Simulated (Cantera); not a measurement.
Input (Python, Cantera) and output of one run.

```python
import numpy as np
import cantera as ct

gas_names = """
    C CO CO2 C2 C2O C3 C3O2 C4 C5 Cu CuO Cu2 O O2 O3
""".split()
cond_names = """
    C(gr) Cu(cr) Cu(L) CuO(s) Cu2O(s) Cu2O(L)
""".split()


def load(file, names, dense=False):
    # The tables refer to 1 bar. Condensed volumes are neglected.
    table = {s.name: s for s in ct.Species.list_from_file(file)}
    out = []
    for n in names:
        d = dict(table[n].input_data)
        d["thermo"] = dict(d["thermo"], **{"reference-pressure": 1e5})
        if dense:
            d["equation-of-state"] = {"model": "constant-volume", "density": "1e6 g/cm^3"}
        out.append(ct.Species.from_dict(d))
    return out


gas = ct.Solution(thermo="ideal-gas", species=load("nasa_gas.yaml", gas_names))
cond = {s.name: ct.Solution(thermo="fixed-stoichiometry", species=[s], name=s.name)
        for s in load("nasa_condensed.yaml", cond_names, dense=True)}
atoms = {
    'CuO': {'Cu': 1, 'O': 1},
    'C': {'C': 1},
    'CO': {'C': 1, 'O': 1},
}
top_T = {'C(gr)': 4500, 'CuO(s)': 1390}  # K; cautious upper limits of use, not melting points


def equilibrate(T, P, feed):
    n = {}
    for name, mol in feed.items():
        for a, k in atoms[name].items():
            n[a] = n.get(a, 0.0) + k * mol
    gas.TPX = T, P, n
    mass = sum(n.values()) * gas.mean_molecular_weight
    gas.equilibrate("TP")
    valid = [c for c in cond.values() if c.min_temp <= T <= top_T.get(c.name, c.max_temp)]
    mix = ct.Mixture([(gas, mass / gas.mean_molecular_weight)] + [(c, 0.0) for c in valid])
    mix.T, mix.P = T, P
    mix.equilibrate("TP", solver="vcs", rtol=1e-11, max_steps=5000)
    return mix


results = []
feed = {'CuO': 1, 'C': 0.58, 'CO': 0.42}  # mol
T = 1673  # K
P = 11000  # Pa
mix = equilibrate(T, P, feed)
results.append((T, P, feed, dict(zip(mix.species_names, mix.species_moles))))
print(gas.report(threshold=1e-05))
for i in range(1, mix.n_phases):
    print(f"{mix.phase(i).name:16s} {mix.phase_moles(i):12.5e} mol")
```

Result:

```
       temperature   1673 K
          pressure   11000 Pa
           density   0.027487 kg/m^3
  mean mol. weight   34.759 kg/kmol
   phase of matter   gas

                          1 kg             1 kmol
                     ---------------   ---------------
          enthalpy       -4.9666e+06       -1.7263e+08  J
   internal energy       -5.3668e+06       -1.8654e+08  J
           entropy            8506.9        2.9569e+05  J/K
    Gibbs function       -1.9199e+07       -6.6732e+08  J
 heat capacity c_p            1308.2             45473  J/K
 heat capacity c_v              1069             37159  J/K

                      mass frac. Y      mole frac. X     chem. pot. / RT
                     ---------------   ---------------   ---------------
                CO           0.46691           0.57941           -37.809
               CO2           0.53123           0.41958            -62.11
                Cu          0.001847         0.0010103            -7.103
     [  +12 minor]        3.9335e-06        1.0964e-06

C(gr)             0.00000e+00 mol
Cu(L)             9.98987e-01 mol
Cu2O(L)           0.00000e+00 mol
```

Method: chemical equilibrium by Gibbs-energy minimisation in Cantera with the NASA 1993 tables (ideal gas, pure condensed phases).
